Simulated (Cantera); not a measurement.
A freely propagating, adiabatic, planar premixed flame of CH4 : O2 : N2 = 1 : 1.54 : 5.78 (molar parts), equivalence ratio 1.3, unburnt at 625 K and 750 Torr; mixture-averaged transport, grid criteria slope 0.08 and curve 0.16, no radiation.

Model: GRI-Mech 3.0 (53 species, 325 reactions), integrated in Cantera. Burning velocities carry a grid error of a few per cent, more on coarse grids.

Question: How do the results move with these cheaper or finer settings: unity-Lewis-number transport; multicomponent transport; multicomponent+Soret transport; grid criteria slope 0.5, curve 1; grid criteria slope 0.25, curve 0.5; grid criteria slope 0.03, curve 0.06?

Answer: 
| setting | laminar burning velocity | thermal thickness | peak x(H) | peak x(OH) | grid points |
|---|---|---|---|---|---|
| as above | 111 cm/s | 0.368 mm | 0.0104 | 0.00569 | 150 |
| unity-Lewis-number transport | 68.7 cm/s | 0.490 mm | 0.0125 | 0.00637 | 135 |
| multicomponent transport | 110 cm/s | 0.374 mm | 0.0105 | 0.00567 | 151 |
| multicomponent+Soret transport | 110 cm/s | 0.369 mm | 0.0106 | 0.00581 | 151 |
| grid criteria slope 0.5, curve 1 | 122 cm/s | 0.401 mm | 0.0112 | 0.00608 | 39 |
| grid criteria slope 0.25, curve 0.5 | 115 cm/s | 0.379 mm | 0.0107 | 0.00583 | 60 |
| grid criteria slope 0.03, curve 0.06 | 109 cm/s | 0.366 mm | 0.0103 | 0.00562 | 362 |
The base run took around 9 core-seconds (rough).
Unity Lewis numbers drop preferential diffusion, which matters most where H2 and H carry the flame; Soret adds thermal diffusion.
